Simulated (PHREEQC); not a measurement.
# Acid mine or pickling water (model solution)

Model water analysis in mg/L, 95 °C, pH 2.97, pe 11: Na 414; K 0.672; Ca 181; Mg 55.3; Cl 192; S(6) as SO4 1320; Zn 3.52; Cu(2) 2.56; O(0) (dissolved oxygen) 1.61; Mn(2) 0.431; Al 0.734.

Valence states are taken as typed.

Computed with PHREEQC (ion-association model, phreeqc.dat).

Precipitation was switched off in this run.

Q: Estimate the ionic strength, specific conductance, charge-balance error.

A: ionic strength 0.0373 mol/kgw; specific conductance 8750 µS/cm; charge-balance error 6.1 %.

Q: In which forms is S present?

A: SO4-2 56 %, HSO4- 20 %, MgSO4 10 %, CaSO4 9.7 %, NaSO4- 3.2 % of the S.

At this temperature some constants are extrapolated from 25 °C, and those without enthalpy data are left unchanged.
